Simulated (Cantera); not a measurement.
A closed system holds: 1 mol MgO, 0.7 mol N2, equilibrated at 27.0 mbar.

Cantera equilibrium calculation (NASA polynomials, part measured and part estimated; ideal gas, pure solids and liquids). Candidate condensed phases: Mg, MgO; 13 gas species. Rates play no part. All values below are at 2127 °C.

Base state: N2 0.968, Mg 0.0186, O2 0.00561, O 0.00395, NO 0.00347, MgO 0.000526 (mole fractions); condensed: MgO(s).

Problem. What changes in the equilibrium state with this change: MgO replaced by ZrN?

Solution. 
```
species        before  after
-----------  --------  -----
N2              0.968  1.000
Mg             0.0186      0
O2            0.00561      0
O             0.00395      0
NO            0.00347      0
MgO          0.000526      0
MgO(s), mol     0.986      0
ZrN(s), mol         0   1.00
```
ZrN: taken at fixed stoichiometry. Further candidate phases: Zr, ZrN.
